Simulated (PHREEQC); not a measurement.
0.17 g of hydrous ferric oxide (600 m²/g; 0.2 weak and 0.005 strong sites per Fe, Dzombak-Morel constants, diffuse double layer) in 1 kg of water with 0.3 mol/kgw of an inert sodium salt and 9e-06 mol Na2SO4, at 25 °C; the pH is set by adding NaOH or the inert anion's acid. Oxygen alone is held at its pressure in air (log pO2 = -0.68). CO2 from the air is kept out. Precipitation was switched off in this run.

Equilibrium calculation in PHREEQC: ion-association model, wateq4f.dat.

```
pH    S sorbed (%)  surface charge σ (C/m²)  surface potential ψ (mV)
----  ------------  -----------------------  ------------------------
3             76.1                    0.355                       124
3.38          76.0                    0.352                       123
3.75          75.1                    0.345                       122
4.12          72.9                    0.332                       120
4.5           68.2                    0.309                       117
4.88          59.5                    0.275                       111
5.25          46.6                    0.235                       103
5.62          31.0                    0.193                        94
6             16.5                    0.153                        82
6.38           7.1                    0.116                        69
6.75           2.7                    0.085                        56
7.12           0.9                    0.058                        42
7.5            0.3                    0.034                        26
7.88           0.1                    0.012                        10
8.25           0.0                   -0.008                        -6
8.62           0.0                   -0.028                       -22
9              0.0                   -0.051                       -38
```

Complexes and solids missing from the database can't appear. The oxide is taken as insoluble; below pH 4 it would dissolve.
